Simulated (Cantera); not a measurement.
Feed: 1 mol C2H5OH, 0.0075 mol O2, equilibrated at 0.100 bar.

These are equilibrium values from Cantera (NASA tables, ideal gas, pure condensed phases), not measurements of a reactor. Candidate condensed phases: C, C6H6, C7H8, C8H18, H2O; 110 gas species. The numbers say what is thermodynamically allowed, not how fast it happens.

Over these rows the condensed part is C(graphite). Partial pressures as log10 of bar:

| T (K) | 1000/T (1/K) | log p H2O | log p H2 | log p CO |
|---|---|---|---|---|
| 1623 | 0.6161 | -5.84 | -1.13 | -1.60 |
| 1823 | 0.5485 | -6.32 | -1.13 | -1.60 |
| 2023 | 0.4943 | ? | -1.13 | -1.60 |
| 2223 | 0.4498 | -7.01 | -1.14 | -1.60 |
| 2423 | 0.4127 | -7.29 | -1.15 | -1.61 |
| 2623 | 0.3812 | -7.55 | -1.19 | -1.62 |

Task: Fit log p(H2O) = a + b·(1000/T) to the five rows, give the apparent enthalpy, and predict the row at 2023 K.

Result: Means: 1000/T = 0.4817, log p = -6.802. Sxy = 0.276972, Sxx = 0.0384045, so b = 7.21 and a = -6.802 − (7.21)×0.4817 = -10.27.
Apparent enthalpy: −19.145 × (7.21) = -138 kJ/mol. With the condensed phases at unit activity, H2(g) + CO(g) = H2O(g) + C(graphite) links this pressure to the main gases: over the six rows their terms move log p by -0.08 in all, so the slope is close to that reaction's ΔH°. The five rows lie within 0.03 of the line.
Prediction at 2023 K: -10.27 + (7.21)×0.4943 = -6.71. The computed value is -6.70, 0.01 from the line.
